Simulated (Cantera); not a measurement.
**Diamond growth**

A diamond (100) surface in a fixed gas of H2 with x(CH4) = 0.007, x(CH3) = 2.9e-05, at 1075 K, 0.0300 bar; coverages are run to steady state.

Model: the Harris–Goodwin 1993 mechanism for the reconstructed diamond (100) surface, integrated in Cantera.

```csv
x(H),growth (µm/h),θ c6HH,θ c6H*,θ c6*H,θ c6**,θ c6HM
0.0001,0.0291,0.603,0.0216,0.364,0.00551,0.00412
0.00021,0.0621,0.567,0.0234,0.394,0.00869,0.00457
0.00046,0.125,0.547,0.0244,0.410,0.0117,0.00455
0.00098,0.220,0.537,0.0249,0.418,0.0137,0.00395
0.0021,0.338,0.533,0.0251,0.422,0.0149,0.00292
0.0045,0.450,0.532,0.0253,0.425,0.0155,0.00184
0.0097,0.534,0.531,0.0254,0.426,0.0158,0.00102
0.021,0.584,0.531,0.0255,0.427,0.0160,0.000516
0.045,0.610,0.531,0.0257,0.427,0.0161,0.000252
```
θ: site fractions in the mechanism's names (c6HH fully hydrogenated, c6H* and c6*H radical sites, c6** diradical, c6HM methylated).
